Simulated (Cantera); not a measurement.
Mixture: CH4 : H2 : O2 : N2 = 1 : 0.52 : 4.43 : 16.4 (molar parts), equivalence ratio 0.51, at 1.00 bar, adiabatic and at constant pressure. Ignition delay is the time to a rise of 400 K.

Cantera simulation using GRI-Mech 3.0 (53 species, 325 reactions); the numbers are that mechanism's predictions, not measurements. Below about 1000 K GRI-Mech 3.0 lacks low-temperature oxidation paths.

### Question
Predict: delay at 950 K; delay at 1100 K; delay at 1250 K; delay at 1400 K; apparent activation energy between 1325 and 1475 K.

### Answer
| Item | Value |
|---|---|
| delay at 950 K | 44.9 ms |
| delay at 1100 K | 4.06 ms |
| delay at 1250 K | 1.04 ms |
| delay at 1400 K | 0.348 ms |
| apparent activation energy between 1325 and 1475 K | 100 kJ/mol |
